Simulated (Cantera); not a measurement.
Mixture: H₂ : O₂ : N₂ = 1 : 0.357 : 1.34 (molar parts), at 2.37 atm, adiabatic and at constant volume. Ignition delay is the time to a rise of 400 K.

Model: the H2/O2 subset of GRI-Mech 3.0, which has no nitrogen chemistry, integrated in Cantera. The hydrogen kinetics of GRI-Mech 3.0 are dated; newer H2 mechanisms differ, most at raised pressure.

Problem. At T0 = 1200 K, what is the delay, and which 8 reactions control it most (d ln τ / d ln k, from doubling and halving each rate constant)?

Solution. The delay is 21.9 µs.
| reaction | d ln τ / d ln k | faster rate |
|---|---|---|
| H + O2 <=> O + OH | -1.07 | shortens it |
| H + O2 + M <=> HO2 + M | 0.17 | lengthens it |
| H + O2 + N2 <=> HO2 + N2 | 0.14 | lengthens it |
| H2 + O <=> H + OH | -0.13 | shortens it |
| H2 + OH <=> H + H2O | -0.05 | shortens it |
| H + HO2 <=> 2 OH | -0.04 | shortens it |
| H + HO2 <=> H2 + O2 | -0.04 | shortens it |
| H + O2 + O2 <=> HO2 + O2 | 0.03 | lengthens it |
